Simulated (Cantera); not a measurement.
**Silicon etching in halogen gases: Si + Cl2 + HF**

A closed system holds: 1 mol Si, 0.99 mol Cl2, 1.7 mol HF, at 70000 Pa.

Equilibrium computed with Cantera from the NASA thermochemical tables; the gas is ideal and each condensed phase is pure. Candidate condensed phases: Si; 37 gas species. The tables' values for SiCl3, SiF3 are old estimates; treat these amounts as uncertain. Equilibrium is a limit: real reactors are often held back by kinetics, nucleation or transport.

| T (K) | x H2 | x SiF4 | x SiCl4 | x SiHCl3 | x HCl | x SiHF3 | x SiCl3 | x SiCl2 | n Si(s) |
|---|---|---|---|---|---|---|---|---|---|
| 625 | 0.445 | 0.236 | 0.227 | 0.0776 | 6.29e-5 | 0.0123 | 1.05e-6 | 4.50e-9 | 0.0395 |
| 675 | 0.444 | 0.235 | 0.228 | 0.0759 | 0.000176 | 0.0137 | 4.73e-6 | 4.45e-8 | 0.0395 |
| 725 | 0.444 | 0.234 | 0.230 | 0.0742 | 0.000424 | 0.0150 | 1.73e-5 | 3.19e-7 | 0.0396 |
| 775 | 0.444 | 0.233 | 0.231 | 0.0726 | 0.000912 | 0.0162 | 5.36e-5 | 1.77e-6 | 0.0398 |
| 825 | 0.444 | 0.232 | 0.231 | 0.0711 | 0.00178 | 0.0172 | 0.000144 | 7.93e-6 | 0.0402 |
| 875 | 0.443 | 0.231 | 0.232 | 0.0697 | 0.00322 | 0.0182 | 0.000346 | 2.98e-5 | 0.0408 |
| 925 | 0.441 | 0.230 | 0.232 | 0.0682 | 0.00544 | 0.0191 | 0.000752 | 9.69e-5 | 0.0416 |
| 975 | 0.439 | 0.230 | 0.231 | 0.0667 | 0.00869 | 0.0199 | 0.00150 | 0.000278 | 0.0427 |
| 1025 | 0.437 | 0.228 | 0.229 | 0.0651 | 0.0132 | 0.0206 | 0.00280 | 0.000715 | 0.0439 |
| 1075 | 0.433 | 0.227 | 0.226 | 0.0632 | 0.0193 | 0.0212 | 0.00489 | 0.00167 | 0.0451 |
| 1125 | 0.428 | 0.225 | 0.221 | 0.0609 | 0.0270 | 0.0217 | 0.00806 | 0.00361 | 0.0457 |
x: gas mole fraction; n: condensed amount in mol.

From 625 K to 1125 K the condensed part is Si(s). The main Si-bearing gas is SiF4 throughout.
